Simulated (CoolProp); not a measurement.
Vapour-liquid equilibrium of o-xylene (1) + n-nonane (2) at 1.14 bar; x and y are mole fractions of (1).

Values from CoolProp's multi-fluid Helmholtz-energy mixture model, Zhou 2012 and Lemmon 2006; pair parameters Bell 2016.

Problem. Give the bubble temperature and the first vapour's composition at x = 0.05, 0.5, 0.65. Is there an azeotrope?

Solution. x = 0.05: 427.7 K, y = 0.065; x = 0.5: 423.3 K, y = 0.543; x = 0.65: 422.5 K, y = 0.676. y crosses x between x = 0.8 and 0.95: the model has an azeotrope there.

Pair parameters are fitted to limited data, so mixtures are less certain than the pure fluids.
